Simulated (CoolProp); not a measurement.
The numbers come from the reference Helmholtz-energy equation of state, Gao 2016 in CoolProp.

Question: For sulfur dioxide, give the phase and the speed of sound (m/s), Joule-Thomson coefficient (K/MPa), isothermal compressibility (1/MPa) at 42.25 °C and 4380 kPa.

Answer: 
- 42.25 °C and 4380 kPa: liquid; speed of sound 827, Joule-Thomson coefficient -0.163, isothermal compressibility 0.00193
